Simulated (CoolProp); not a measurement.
Vapour-liquid equilibrium of R13 (1) + isobutane (2) at 246.4 K; x and y are mole fractions of (1).

Model: multi-fluid Helmholtz-energy mixture model, Platzer 1990 and Bücker 2006; pair parameters Bell 2016, in CoolProp. This equation is an older, rougher fit; its heat capacities, sound speeds and derivatives of the liquid may be far off and weren't checked against measurements.

| x | bubble pressure (MPa) | y at the bubble point | dew pressure at overall composition x (MPa) | liquid density (mol/L) |
|---|---|---|---|---|
| 0.05 | 0.1258 | 0.578 | 0.05688 | 10.59 |
| 0.15 | 0.2512 | 0.798 | 0.06349 | 10.78 |
| 0.25 | [?] | 0.865 | 0.07183 | 10.97 |
| 0.35 | 0.4438 | [?] | 0.08267 | 11.16 |
| 0.45 | 0.5204 | 0.920 | 0.09732 | 11.34 |
| 0.55 | 0.5900 | 0.936 | 0.1182 | 11.52 |
| 0.65 | 0.6570 | 0.949 | 0.1505 | 11.70 |
| 0.75 | 0.7256 | 0.962 | 0.2064 | 11.87 |
| 0.85 | [?] | 0.976 | 0.3253 | 12.04 |
| 0.95 | 0.8843 | 0.991 | 0.6597 | [?] |

**Question.** Some entries are withheld; supply them.

**Answer.** 
- 0.25, bubble pressure (MPa): 0.3557
- 0.35, y at the bubble point: 0.899
- 0.85, bubble pressure (MPa): 0.8000
- 0.95, liquid density (mol/L): 12.20

No azeotrope shows between x = 0.05 and 0.95.

Pair parameters are fitted to limited data, so mixtures are less certain than the pure fluids.
